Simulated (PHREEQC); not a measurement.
Acid mine or pickling water

A made-up water analysis in mg/kgw, 78 °C, pH 3.73:

| constituent | mg/kgw |
|---|---|
| Na | 1510 |
| K | 76.5 |
| Ca | 228 |
| Mg | 260 |
| Cl | 1270 |
| S(6) as SO4 | 3000 |
| Br | 24.4 |
| Li | 0.155 |

Valence states are taken as typed.

Computed with PHREEQC (Pitzer model, pitzer.dat).

- ionic strength: 0.146 mol/kgw
- specific conductance: 22600 µS/cm
- density: 0.978 g/cm³
- osmotic coefficient: 0.822
- total alkalinity: -1.05 meq/kg
- charge-balance error: 1.5 %

| species | molality | activity | log γ |
|---|---|---|---|
| Na+ | 0.0657 | 0.0488 | -0.129 |
| Cl- | 0.0358 | 0.0259 | -0.141 |
| SO4-2 | 0.0304 | 0.00656 | -0.666 |
| Mg+2 | 0.0107 | 0.00234 | -0.660 |
| Ca+2 | 0.00569 | 0.00103 | -0.741 |
| K+ | 0.00196 | 0.00143 | -0.136 |
| HSO4- | 0.000786 | 0.000570 | -0.140 |
| Br- | 0.000305 | 0.000223 | -0.136 |
| H+ | 0.000261 | 0.000186 | -0.147 |
| Li+ | 2.23e-5 | 1.67e-5 | -0.125 |
| OH- | 1.86e-9 | 1.26e-9 | -0.168 |
| MgOH+ | 1.35e-9 | 9.89e-10 | -0.134 |

This is a speciation only: nothing precipitates in the calculation. Constants without temperature data keep their 25 °C values here.
